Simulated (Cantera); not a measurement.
## Diamond growth

A diamond (100) surface in a fixed gas of H2 with x(CH4) = 0.014, x(H) = 0.00046, x(CH3) = 0.00011, at 1223 K; coverages are run to steady state.

Cantera simulation using the Harris–Goodwin 1993 mechanism for the reconstructed diamond (100) surface; the numbers are that mechanism's predictions, not measurements.

```
P (Pa)  growth (µm/h)  θ c6HH  θ c6H*  θ c6*H  θ c6**    θ c6HM
------  -------------  ------  ------  ------  ------  --------
380            0.0127   0.485  0.0375   0.459  0.0173   6.79e-5
750            0.0312   0.485  0.0375   0.459  0.0172  0.000139
1500           0.0740   0.484  0.0375   0.459  0.0171  0.000285
2900            0.167   0.484  0.0375   0.459  0.0171  0.000556
5700            0.398   0.484  0.0374   0.458  0.0170   0.00109
11000           0.994   0.483  0.0374   0.457  0.0170   0.00206
22000            2.83   0.482  0.0372   0.456  0.0169   0.00392
43000            8.24   0.479  0.0371   0.453  0.0168   0.00702
```
θ: site fractions in the mechanism's names (c6HH fully hydrogenated, c6H* and c6*H radical sites, c6** diradical, c6HM methylated).
